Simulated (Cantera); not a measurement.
A closed system holds: 1 mol CF4, equilibrated at 2725 K.

Equilibrium computed with Cantera from the NASA thermochemical tables; the gas is ideal and each condensed phase is pure. Candidate condensed phases: C; 13 gas species. Gases not in the tables: C2F6 and larger saturated fluorocarbons. Equilibrium is a limit: real reactors are often held back by kinetics, nucleation or transport.

Task: Which condensed phases are stable at each of these points (P (Pa)): 1, 4.20, 18, 75, 320, 1300, 5600, 24000, 100000?

Result: 
| P (Pa) | condensed phases | C condensed (%) |
|---|---|---|
| 1 | gas only | 0.0 |
| 4.20 | gas only | 0.0 |
| 18 | gas only | 0.0 |
| 75 | C(graphite) | 48.3 |
| 320 | C(graphite) | 50.0 |
| 1300 | C(graphite) | 17.2 |
| 5600 | gas only | 0.0 |
| 24000 | gas only | 0.0 |
| 100000 | gas only | 0.0 |

From 0.00750 Torr to 0.135 Torr nothing is condensed. From 0.563 Torr to 9.75 Torr the condensed part is C(graphite). From 42.0 Torr to 750 Torr nothing is condensed.
